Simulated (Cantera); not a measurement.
Standard-state values (1 bar) from the NASA 1993 polynomials, evaluated with Cantera. Values are per mole of reaction as written; species without (g) are pure solids or liquids, kept so even where they would boil at 1 bar. TaC: taken at fixed stoichiometry.

Ta + CO₂(g) = 2 O(g) + TaC

| T (K) | ΔH° (kJ) | ΔS° (J/K) | ΔG° (kJ) | log10 K |
|---|---|---|---|---|
| 300 | ___ | ___ | ___ | ___ |
| 1098 | 758.7 | 128.4 | 617.8 | -29.39 |
| 1173 | 759.5 | 129.0 | 608.1 | -27.08 |
| 1248 | 760.2 | 129.6 | 598.4 | -25.05 |
| 1323 | 761.0 | 130.2 | 588.7 | -23.24 |
| 1398 | ___ | ___ | ___ | ___ |
| 1473 | 762.4 | 131.2 | 569.1 | -20.18 |
| 1548 | 763.1 | 131.7 | 559.2 | -18.87 |
| 1623 | 763.8 | 132.1 | 549.3 | -17.68 |
| 1698 | 764.5 | 132.5 | 539.4 | -16.59 |

Some entries are withheld; supply them.


- 300, ΔH° (kJ): 747.8
- 300, ΔS° (J/K): 109.4
- 300, ΔG° (kJ): 715.0
- 300, log10 K: -124.49
- 1398, ΔH° (kJ): 761.7
- 1398, ΔS° (J/K): 130.7
- 1398, ΔG° (kJ): 578.9
- 1398, log10 K: -21.63
